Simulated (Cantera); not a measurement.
Mixture: H₂ : O₂ : N₂ = 1 : 0.294 : 1.65 (molar parts), equivalence ratio 1.7, at 1300000 Pa, adiabatic and at constant volume. Ignition delay is the time to a rise of 400 K.

Detailed kinetics in Cantera: the H2/O2 subset of GRI-Mech 3.0, which has no nitrogen chemistry. The hydrogen kinetics of GRI-Mech 3.0 are dated; newer H2 mechanisms differ, most at raised pressure. The pressure lies above the range GRI-Mech 3.0 was tuned for (to about 10 atm).

### Question
What does this change do: pressure from 1300000 Pa to 3200000 Pa?

### Answer
```json
[
 {"quantity": "delay at 1050 K", "before": "2.24 ms", "after": "1.44 ms"},
 {"quantity": "delay at 1150 K", "before": "0.276 ms", "after": "0.232 ms"},
 {"quantity": "delay at 1250 K", "before": "24.9 µs", "after": "44.6 µs"},
 {"quantity": "delay at 1350 K", "before": "3.80 µs", "after": "8.41 µs"},
 {"quantity": "delay at 1450 K", "before": "1.87 µs", "after": "1.61 µs"},
 {"quantity": "delay at 1550 K", "before": "1.21 µs", "after": "0.657 µs"},
 {"quantity": "delay at 1650 K", "before": "0.874 µs", "after": "0.401 µs"}
]
```

### Question
What does this change do: pressure from 1300000 Pa to 1200000 Pa?

### Answer
```csv
quantity,before,after
delay at 1050 K,2.24 ms,2.31 ms
delay at 1150 K,0.276 ms,0.271 ms
delay at 1250 K,24.9 µs,21.1 µs
delay at 1350 K,3.80 µs,3.83 µs
delay at 1450 K,1.87 µs,1.98 µs
delay at 1550 K,1.21 µs,1.29 µs
delay at 1650 K,0.874 µs,0.945 µs
apparent activation energy between 1450 and 1650 K,76 kJ/mol,73 kJ/mol
```
